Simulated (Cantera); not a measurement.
Source: NASA polynomial tables (part measured, part estimated), evaluated in Cantera. Values are per mole of reaction as written; species without (g) are pure solids or liquids, kept so even where they would boil at 1 bar.

NbO₂(g) + H₂(g) ⇌ H₂O₂(g) + Nb, with ΔH° = 63.7 kJ and ΔS° = -132.6 J/K at 300 K.

Task: How far is the shortcut ΔG° ≈ ΔH°(300 K) − T·ΔS°(300 K) from the full temperature-dependent value at 700, 900, 1100, 1300, 1500, 1700, 1900, 2100, 2300, 2500 K?

Result: 
```tsv
T (K)	shortcut (kJ)	full (kJ)	difference (kJ)	difference in log10 K
700	156.5	157.4	-0.9	0.07
900	183.1	184.5	-1.5	0.09
1100	209.6	211.5	-2.0	0.09
1300	236.1	238.3	-2.2	0.09
1500	262.7	264.9	-2.2	0.08
1700	289.2	291.2	-2.0	0.06
1900	315.7	317.2	-1.5	0.04
2100	342.2	342.9	-0.6	0.02
2300	368.8	368.2	0.5	-0.01
2500	395.3	393.3	2.0	-0.04
```
The shortcut ignores the heat-capacity change of the reaction.
